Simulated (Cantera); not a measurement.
## Ignition delay

Mixture: 5.21 % CH4, 19.9 % O2, 74.9 % N2, equivalence ratio 0.52, at 1.00 atm, adiabatic and at constant pressure. Ignition delay is the time to a rise of 400 K.

Model: GRI-Mech 3.0 (53 species, 325 reactions), integrated in Cantera.

```json
[
 {"T0 (K)": "1225", "delay (ms)": "22.6"},
 {"T0 (K)": "1325", "delay (ms)": "6.11"},
 {"T0 (K)": "1425", "delay (ms)": "1.95"},
 {"T0 (K)": "1525", "delay (ms)": "0.744"},
 {"T0 (K)": "1625", "delay (ms)": "0.333"},
 {"T0 (K)": "1725", "delay (ms)": "0.169"},
 {"T0 (K)": "1825", "delay (ms)": "0.0937"},
 {"T0 (K)": "1925", "delay (ms)": "0.0559"},
 {"T0 (K)": "2025", "delay (ms)": "0.0353"}
]
```

```json
{
  "apparent activation energy between 1825 and 2025 K": "150 kJ/mol"
}
```
